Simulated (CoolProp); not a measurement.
Cyclopentane along the isotherm -6.25 °C: fugacity coefficient from the reference equation and from simpler models built on Tc = 238.6 °C, pc = 45.83 bar, ω = 0.202; each cubic takes its own stable root.

Computed with CoolProp (reference Helmholtz-energy equation of state, Gedanitz 2015).

| p (bar) | phase | reference | Redlich-Kwong | Soave-Redlich-Kwong | Peng-Robinson |
|---|---|---|---|---|---|
| 8.59 | liquid | 0.01250 | 0.02186 | 0.01208 | 0.01274 |
| 17.2 | liquid | 0.006466 | 0.01133 | 0.006258 | 0.006573 |
| 25.8 | liquid | 0.004465 | 0.007842 | 0.004328 | 0.004528 |
| 34.4 | liquid | 0.003469 | 0.006105 | 0.003368 | 0.003509 |
| 43 | liquid | 0.002874 | 0.005069 | 0.002795 | 0.002900 |
| 51.6 | liquid | 0.002481 | 0.004384 | 0.002416 | 0.002497 |
| 60.1 | liquid | 0.002205 | 0.003905 | 0.002151 | 0.002214 |
| 68.7 | liquid | 0.001998 | 0.003545 | 0.001952 | 0.002001 |
